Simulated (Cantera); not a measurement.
## Ti + H2 + H2O (titanium nitride, carbide and oxide coatings)

A closed system holds: 1 mol Ti, 240 mol H2, a varied amount of H2O, held at 1375 °C and 0.560 bar.

Equilibrium computed with Cantera from the NASA thermochemical tables; the gas is ideal and each condensed phase is pure. Candidate condensed phases: H2O, Ti, TiO, TiO2, Ti2O3, Ti3O5, Ti4O7; 12 gas species. Mutual solubility and eutectic melting of coexisting phases are not modelled. TiO: taken at fixed stoichiometry. Condensed phases not in the tables: N, O or C dissolved in the metal. Equilibrium is a limit: real reactors are often held back by kinetics, nucleation or transport.

```tsv
n(H2O) (mol)	log p H2	log p H	log p H2O	log p Ti	n Ti(β)	n TiO(s)	n Ti2O3(s)
0.11	-0.25	-4.18	-7.62	-7.53	0.890	0.110	0
0.16	-0.25	-4.18	-7.62	-7.53	0.840	0.160	0
0.23	-0.25	-4.18	-7.62	-7.53	0.770	0.230	0
0.33	-0.25	-4.18	-7.62	-7.53	0.670	0.330	0
0.48	-0.25	-4.18	-7.62	-7.53	0.520	0.480	0
0.69	-0.25	-4.18	-7.62	-7.53	0.310	0.690	0
0.99	-0.25	-4.18	-7.62	-7.53	0.01000	0.990	0
1.4	-0.25	-4.18	-4.79	-10.37	0	0.214	0.393
```
log p: log10 of the partial pressure in bar; n: condensed amount in mol.

From 0.11 mol H2O to 0.99 mol H2O the condensed part is Ti(β) + TiO(s). At 1.4 mol H2O the condensed part is TiO(s) + Ti2O3(s).
